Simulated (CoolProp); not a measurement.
Values from CoolProp's reference Helmholtz-energy equation of state, Thol 2012.

For benzene, give the phase and the expansivity (1/kK), conductivity (mW/(m K)), Prandtl number at 45.25 °C and 104 bar; 94.95 °C and 104 bar; 128.05 °C and 104 bar.


- 45.25 °C and 104 bar: liquid; expansivity 1.18, conductivity 139, Prandtl number 6.51
- 94.95 °C and 104 bar: liquid; expansivity 1.30, conductivity 124, Prandtl number 4.75
- 128.05 °C and 104 bar: liquid; expansivity 1.42, conductivity 116, Prandtl number 4.09

Viscosity comes from a separate model (Avgeri 2014). Thermal conductivity comes from a separate model (Assael 2012).
